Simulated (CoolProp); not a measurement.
Vapour-liquid equilibrium of hydrogen sulfide (1) + propane (2) at 48.35 °C; x and y are mole fractions of (1).

Computed with CoolProp (multi-fluid Helmholtz-energy mixture model, Lemmon 2006 and Lemmon 2009; pair parameters Kunz 2012).

```json
[
 {"x": "0.05", "bubble pressure (MPa)": "1.866", "y at the bubble point": "0.123", "dew pressure at overall composition x (MPa)": "1.735", "liquid density (mol/L)": "10.39"},
 {"x": "0.15", "bubble pressure (MPa)": "2.244", "y at the bubble point": "0.296", "dew pressure at overall composition x (MPa)": "1.919", "liquid density (mol/L)": "10.73"},
 {"x": "0.25", "bubble pressure (MPa)": "2.564", "y at the bubble point": "0.417", "dew pressure at overall composition x (MPa)": "2.134", "liquid density (mol/L)": "11.18"},
 {"x": "0.35", "bubble pressure (MPa)": "2.834", "y at the bubble point": "0.510", "dew pressure at overall composition x (MPa)": "2.382", "liquid density (mol/L)": "11.77"},
 {"x": "0.45", "bubble pressure (MPa)": "3.059", "y at the bubble point": "0.587", "dew pressure at overall composition x (MPa)": "2.659", "liquid density (mol/L)": "12.52"},
 {"x": "0.55", "bubble pressure (MPa)": "3.240", "y at the bubble point": "0.655", "dew pressure at overall composition x (MPa)": "2.953", "liquid density (mol/L)": "13.47"},
 {"x": "0.65", "bubble pressure (MPa)": "3.379", "y at the bubble point": "0.720", "dew pressure at overall composition x (MPa)": "3.227", "liquid density (mol/L)": "14.66"},
 {"x": "0.75", "bubble pressure (MPa)": "3.472", "y at the bubble point": "0.784", "dew pressure at overall composition x (MPa)": "3.429", "liquid density (mol/L)": "16.11"},
 {"x": "0.85", "bubble pressure (MPa)": "3.515", "y at the bubble point": "0.854", "dew pressure at overall composition x (MPa)": "3.515", "liquid density (mol/L)": "17.84"},
 {"x": "0.95", "bubble pressure (MPa)": "3.487", "y at the bubble point": "0.942", "dew pressure at overall composition x (MPa)": "3.481", "liquid density (mol/L)": "19.81"}
]
```

y crosses x between x = 0.85 and 0.95: the model has an azeotrope there.

The pair parameters rest on a limited set of measurements; away from them the model extrapolates.
